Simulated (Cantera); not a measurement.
**Stirred combustor or abatement burner**

A perfectly stirred reactor is fed with CH₄ : O₂ : N₂ = 1 : 1.9 : 5.78 (molar parts), equivalence ratio 1.1, at 20000 Pa; it is adiabatic with a 500 K inlet, and is followed from long to short residence time, starting on the burning branch (τ in s: 0.4, 0.17, 0.073, 0.031, 0.013, 0.0057, 0.0024, 0.001, 0.00044, 0.00019, 8.1e-05).

Cantera simulation using GRI-Mech 3.0 (53 species, 325 reactions); the numbers are that mechanism's predictions, not measurements.

```csv
τ (s),T (K),x CH₄,x O₂,x O,x C₂H₄,x NO₂,x H₂O
0.40,2380,1.19e-6,0.0104,0.00196,1.12e-11,2.90e-7,0.200
0.17,2369,2.65e-6,0.0110,0.00215,5.25e-11,2.30e-7,0.199
0.073,2345,5.59e-6,0.0123,0.00252,2.09e-10,1.50e-7,0.197
0.031,2302,1.14e-5,0.0142,0.00320,7.11e-10,7.34e-8,0.193
0.013,2239,2.31e-5,0.0168,0.00426,2.22e-9,2.78e-8,0.188
0.0057,2170,4.62e-5,0.0193,0.00543,6.74e-9,1.06e-8,0.183
0.0024,2101,0.000101,0.0218,0.00656,2.49e-8,4.49e-9,0.178
0.0010,2043,0.000237,0.0245,0.00727,1.14e-7,2.40e-9,0.174
0.00044,1995,0.000571,0.0283,0.00722,5.98e-7,1.64e-9,0.172
0.00019,1930,0.00171,0.0372,0.00575,5.33e-6,1.34e-9,0.169
8.1e-5,500,0.115,0.219,<1e-12,<1e-12,<1e-12,<1e-12
```
x: mole fraction; the columns are a selection and need not sum to one.
